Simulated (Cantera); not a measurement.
Cantera with NASA thermochemical tables; ideal gases at 1 bar, condensed phases pure. Values are per mole of reaction as written; species without (g) are pure solids or liquids, kept so even where they would boil at 1 bar.

4 PH₃(g) + 10 NO(g) → 12 H(g) + P₄O₁₀ + 10 N(g), with ΔH° = 3398.8 kJ and ΔS° = 191.1 J/K at 300 K.

How far is the shortcut ΔG° ≈ ΔH°(300 K) − T·ΔS°(300 K) from the full temperature-dependent value at 423, 473, 523, 573, 623, 673 K?


```tsv
T (K)	shortcut (kJ)	full (kJ)	difference (kJ)	difference in log10 K
423	3317.9	3312.7	5.2	-0.65
473	3308.4	3298.3	10.1	-1.11
523	3298.8	3282.5	16.3	-1.63
573	3289.2	3265.4	23.9	-2.18
623	3279.7	3247.1	32.6	-2.73
673	3270.1	3227.7	42.4	-3.29
```
The shortcut ignores the heat-capacity change of the reaction.
